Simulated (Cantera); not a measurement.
A closed system holds: 1 mol CO, 6.1 mol H2, 0.63 mol N2, held at 2350 °C and 0.825 Torr.

Cantera equilibrium calculation (NASA polynomials, part measured and part estimated; ideal gas, pure solids and liquids). Candidate condensed phases: C, C6H6, C7H8, C8H18, H2O; 136 gas species. Equilibrium is a limit: real reactors are often held back by kinetics, nucleation or transport.

Base state: H 0.618, H2 0.237, CO 0.0894, N2 0.0563 (mole fractions); condensed: gas only.

Problem. What changes in the equilibrium state with this change: pressure from 0.825 Torr to 750 Torr?

Solution. 
```csv
species,before,after
H2,0.237,0.756
CO,0.0894,0.127
N2,0.0563,0.0799
H,0.618,0.0366
H2O,1.53e-6,0.000213
HCN,3.03e-6,0.000191
HNC,4.06e-7,2.57e-5
```
